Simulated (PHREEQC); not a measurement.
Consider water at 25 °C with 0.028 mol NaHCO3 and 0.00095 mol K2HPO4 per kg of water. Closed to the air; pH follows from the charge balance.

All values are PHREEQC results (ion-association model, wateq4f.dat), not measurements.

```tsv
quantity	before	after
pH	8.18	8.24
CO2 (mol/kgw)	0.000338	0.000156
NaHCO3 (mol/kgw)	0.000302	8.29e-5
SI of Nahcolite (NaHCO3)	-2.72	-3.28
SI of Natron (Na2CO3:10H2O)	-5.74	-6.52
```

Problem. Which change was made?
A) diluted 2-fold with water
B) K2HPO4 replaced by K2SO4 at the same molality
C) K2HPO4 left out
D) K2HPO4 from 0.00095 to 0.000475 mol/kgw

Solution. A, diluted 2-fold with water

Precipitation was switched off in this run. H3PO4, which wateq4f.dat lacks, is added to it with the constant of phreeqc.dat.
